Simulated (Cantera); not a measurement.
Feed: 1 mol BaF2, 0.034 mol HF, 26 mol N2, at 1475 K and 62.0 Pa.

Cantera equilibrium calculation (NASA polynomials, part measured and part estimated; ideal gas, pure solids and liquids). Candidate condensed phases: Ba, BaF2; 24 gas species. Rates play no part.

Base state: N2 0.968, BaF2 0.0309, HF 0.00127 (mole fractions); condensed: BaF2(s).

Task: What changes in the equilibrium state with this change: pressure from 62.0 Pa to 10.0 mbar?

Result: 
| species | before | after |
|---|---|---|
| N2 | 0.968 | 0.997 |
| BaF2 | 0.0309 | 0.00192 |
| HF | 0.00127 | 0.00130 |
| BaF2(s), mol | 0.169 | 0.950 |

Task: What changes in the equilibrium state with this change: pressure from 62.0 Pa to 0.220 bar?

Result: 
```csv
species,before,after
N2,0.968,0.999
HF,0.00127,0.00131
BaF2,0.0309,8.72e-5
"BaF2(s), mol",0.169,0.998
```
